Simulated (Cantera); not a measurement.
**Si2Cl6 + NH3 + H2 (silicon nitride deposition)**

Feed: 1 mol Si2Cl6, a varied amount of NH3, 4.5 mol H2, equilibrated at 1373.15 K and 2900 Pa.

These are equilibrium values from Cantera (NASA tables, ideal gas, pure condensed phases), not measurements of a reactor. Candidate condensed phases: NH4Cl, Si, Si3N4; 28 gas species. The feed counts by its element totals alone. The tables' values for SiCl3 are old estimates; treat these amounts as uncertain. Kinetics and transport are ignored.

| n(NH3) (mol) | log p H2 | log p HCl | log p N2 | log p SiCl4 | log p SiCl2 | log p SiCl3 | log p SiHCl3 | n Si3N4(s) |
|---|---|---|---|---|---|---|---|---|
| 3.8 | -1.79 | -1.99 | -2.77 | -3.51 | -3.55 | -3.86 | -4.51 | 0.546 |
| 4.5 | -1.78 | -2.01 | -2.67 | -3.67 | -3.67 | -4.00 | -4.64 | 0.570 |
| 5.3 | -1.77 | -2.04 | -2.60 | -3.85 | -3.78 | -4.15 | -4.78 | 0.591 |
| 6.3 | -1.76 | -2.07 | -2.53 | -4.06 | -3.91 | -4.32 | -4.95 | 0.608 |
| 7.5 | -1.75 | -2.11 | -2.47 | -4.29 | -4.05 | -4.50 | -5.12 | 0.623 |
| 8.9 | -1.74 | -2.16 | -2.41 | -4.52 | -4.18 | -4.69 | -5.31 | 0.633 |
| 11 | -1.73 | -2.22 | -2.36 | -4.84 | -4.36 | -4.93 | -5.54 | 0.643 |
| 13 | -1.72 | -2.28 | -2.33 | -5.09 | -4.50 | -5.13 | -5.74 | 0.648 |
| 15 | -1.71 | -2.33 | -2.30 | -5.32 | -4.62 | -5.30 | -5.91 | 0.652 |
log p: log10 of the partial pressure in bar; n: condensed amount in mol.

From 3.8 mol NH3 to 15 mol NH3 the condensed part is Si3N4(s). The main Si-bearing gas is SiCl4 at 3.8 mol NH3 and SiCl2 at 15 mol NH3. The share of Si in condensed phases is highest at 15 mol NH3 (97.8 %) and lowest at 3.8 mol NH3 (81.9 %).
